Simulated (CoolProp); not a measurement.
Sulfur hexafluoride along the isotherm 300.7 K: density (kg/m³) from the reference equation and from simpler models built on Tc = 318.7 K, pc = 3.755 MPa, ω = 0.210; each cubic takes its own stable root.

Model: reference Helmholtz-energy equation of state, Guder 2009, in CoolProp.

```json
[
 {"p (MPa)": "0.00594", "phase": "gas", "reference": "0.3472"},
 {"p (MPa)": "0.01", "phase": "gas", "reference": "0.5848"},
 {"p (MPa)": "0.0169", "phase": "gas", "reference": "0.9891"},
 {"p (MPa)": "0.0285", "phase": "gas", "reference": "1.670"},
 {"p (MPa)": "0.0482", "phase": "gas", "reference": "2.831"},
 {"p (MPa)": "0.0813", "phase": "gas", "reference": "4.792"},
 {"p (MPa)": "0.137", "phase": "gas", "reference": "8.125"},
 {"p (MPa)": "0.231", "phase": "gas", "reference": "13.85"},
 {"p (MPa)": "0.391", "phase": "gas", "reference": "23.88"},
 {"p (MPa)": "0.659", "phase": "gas", "reference": "41.64"},
 {"p (MPa)": "1.11", "phase": "gas", "reference": "74.83"},
 {"p (MPa)": "1.88", "phase": "gas", "reference": "147.1"}
]
```

Problem. How far does each simpler model (ideal gas, van der Waals, Redlich-Kwong, Soave-Redlich-Kwong, Peng-Robinson) lie from the reference over these 12 states: mean and median of the absolute difference, and the worst?

Solution. 
- ideal gas: mean 4.7 %, median 1.2 %, worst -25.4 % at 300.7 K and 1.88 MPa
- van der Waals: mean 0.9 %, median 0.2 %, worst -5.7 % at 300.7 K and 1.88 MPa
- Redlich-Kwong: mean 0.2 %, median 0.0 %, worst -1.2 % at 300.7 K and 1.88 MPa
- Soave-Redlich-Kwong: mean 0.0 %, median 0.0 %, worst -0.3 % at 300.7 K and 1.88 MPa
- Peng-Robinson: mean 0.5 %, median 0.1 %, worst +2.3 % at 300.7 K and 1.88 MPa
